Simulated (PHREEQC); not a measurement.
A solution holds 2.4 mol KCl, 0.11 mol CaCl2 and 0.00034 mol H4SiO4 per kg of water, at 51 °C. It is in equilibrium with CO2 at log p = -3.5 (atm). Otherwise closed; pH follows from the charge balance.

All values are PHREEQC results (Pitzer model, pitzer.dat), not measurements.

**Question.** The ionic strength comes out as 2.73 mol/kgw. What activity coefficients do Ca+2, Cl-, K+, HCO3-, H+ get?

**Answer.** Ca+2 0.18, Cl- 0.58, K+ 0.58, HCO3- 0.70, H+ 1.1. Single-ion values are on the MacInnes scale.

This is a speciation only: nothing precipitates in the calculation. In brines, pH and single-ion activities rest on the MacInnes convention. Away from 25 °C the constants follow the database's enthalpies or fits; those with neither stay at their 25 °C values.
